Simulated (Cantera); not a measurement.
Charge: 1 mol borazine, 0.065 mol O2, 13 mol N2, equilibrated at 0.133 bar.

These are equilibrium values from Cantera (NASA tables, ideal gas, pure condensed phases), not measurements of a reactor. Candidate condensed phases: B, BN, B2O3, B3O3H3, H2O; 39 gas species. The feed counts by its element totals alone. Mutual solubility and eutectic melting of coexisting phases are not modelled. Gases not in the tables: H3BO3. Equilibrium is a limit: real reactors are often held back by kinetics, nucleation or transport.

### Question
Which condensed phases are stable at each of these points (T (°C)): 850, 925, 1000, 1075, 1150, 1225, 1300, 1375, 1450?

### Answer
| T (°C) | condensed phases | B condensed (%) |
|---|---|---|
| 850 | BN(s) + B2O3(l) | 100.0 |
| 925 | BN(s) + B2O3(l) | 100.0 |
| 1000 | BN(s) + B2O3(l) | 99.9 |
| 1075 | BN(s) + B2O3(l) | 99.8 |
| 1150 | BN(s) + B2O3(l) | 99.5 |
| 1225 | BN(s) + B2O3(l) | 98.8 |
| 1300 | BN(s) | 97.7 |
| 1375 | BN(s) | 97.4 |
| 1450 | BN(s) | 97.1 |

From 850 °C to 1225 °C the condensed part is BN(s) + B2O3(l). From 1300 °C to 1450 °C the condensed part is BN(s).
